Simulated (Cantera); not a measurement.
A Cantera script and what it prints.

```python
import numpy as np
import cantera as ct

gas_names = """
    CL CL2 H HCL H2 Si SiCL SiCL2 SiCL3 SiCL4 SiH SiHCL3 SiH2 SiH2CL2 SiH3 SiH3CL SiH4 Si2 Si3
""".split()
cond_names = """
    Si(cr) Si(L)
""".split()


# ... load() reads the species with a 1 bar reference pressure and builds the phases ...
atoms = {
    'SiCl4': {'Si': 1, 'CL': 4},
    'Cl2': {'CL': 2},
    'H2': {'H': 2},
}
top_T = {}  # K; cautious upper limits of use, not melting points


# ... equilibrate(T, P, feed) seeds the gas with the atoms and calls Mixture.equilibrate('TP', solver="vcs", rtol=1e-11, max_steps=5000) ...
results = []
feed = {'SiCl4': 1, 'Cl2': 1.9, 'H2': 13}  # mol
P = 2000000  # Pa
for T in [673, 773, 873, 973, 1073, 1173, 1273, 1373, 1473, 1573, 1673, 1773]:
    mix = equilibrate(T, P, feed)
    results.append((T, P, feed, dict(zip(mix.species_names, mix.species_moles))))
    x = sorted(zip(gas.X, gas.species_names), reverse=True)
    print(f"T = {T:g} K  P = {P:g} Pa  gas = {mix.phase_moles(0):.4g} mol")
    print("   x: " + "  ".join(f"{s} {v:.3e}" for v, s in x if v > 0.001))
    print("   condensed (mol): " + ("  ".join(f"{mix.phase(i).name} {mix.phase_moles(i):.4g}"
          for i in range(1, mix.n_phases) if mix.phase_moles(i) > 1e-12) or "none"))
```

It prints:

```
T = 673 K  P = 2e+06 Pa  gas = 15.9 mol
   x: H2 6.981e-01  HCL 2.390e-01  SiCL4 6.287e-02
   condensed (mol): none
T = 773 K  P = 2e+06 Pa  gas = 15.9 mol
   x: H2 6.980e-01  HCL 2.391e-01  SiCL4 6.278e-02
   condensed (mol): none
T = 873 K  P = 2e+06 Pa  gas = 15.9 mol
   x: H2 6.977e-01  HCL 2.394e-01  SiCL4 6.250e-02
   condensed (mol): none
T = 973 K  P = 2e+06 Pa  gas = 15.9 mol
   x: H2 6.971e-01  HCL 2.400e-01  SiCL4 6.188e-02  SiHCL3 1.010e-03
   condensed (mol): none
T = 1073 K  P = 2e+06 Pa  gas = 15.9 mol
   x: H2 6.959e-01  HCL 2.412e-01  SiCL4 6.071e-02  SiHCL3 2.147e-03
   condensed (mol): none
T = 1173 K  P = 2e+06 Pa  gas = 15.9 mol
   x: H2 6.940e-01  HCL 2.431e-01  SiCL4 5.882e-02  SiHCL3 3.914e-03
   condensed (mol): none
T = 1273 K  P = 2e+06 Pa  gas = 15.9 mol
   x: H2 6.912e-01  HCL 2.459e-01  SiCL4 5.600e-02  SiHCL3 6.291e-03
   condensed (mol): none
T = 1373 K  P = 2e+06 Pa  gas = 15.91 mol
   x: H2 6.872e-01  HCL 2.500e-01  SiCL4 5.203e-02  SiHCL3 9.045e-03  SiCL3 1.367e-03
   condensed (mol): none
T = 1473 K  P = 2e+06 Pa  gas = 15.94 mol
   x: H2 6.814e-01  HCL 2.559e-01  SiCL4 4.654e-02  SiHCL3 1.164e-02  SiCL3 3.300e-03
   condensed (mol): none
T = 1573 K  P = 2e+06 Pa  gas = 16 mol
   x: H2 6.731e-01  HCL 2.644e-01  SiCL4 3.921e-02  SiHCL3 1.323e-02  SiCL3 6.494e-03  SiCL2 2.828e-03
   condensed (mol): none
T = 1673 K  P = 2e+06 Pa  gas = 16.1 mol
   x: H2 6.617e-01  HCL 2.762e-01  SiCL4 3.030e-02  SiHCL3 1.303e-02  SiCL3 1.037e-02  SiCL2 7.408e-03
   condensed (mol): none
T = 1773 K  P = 2e+06 Pa  gas = 16.25 mol
   x: H2 6.483e-01  HCL 2.901e-01  SiCL4 2.110e-02  SiCL2 1.476e-02  SiCL3 1.354e-02  SiHCL3 1.106e-02  SiH2CL2 1.040e-03
   condensed (mol): none
```

These are equilibrium values from Cantera (NASA tables, ideal gas, pure condensed phases), not measurements of a reactor. The tables' values for SiCl3 are old estimates; treat these amounts as uncertain.
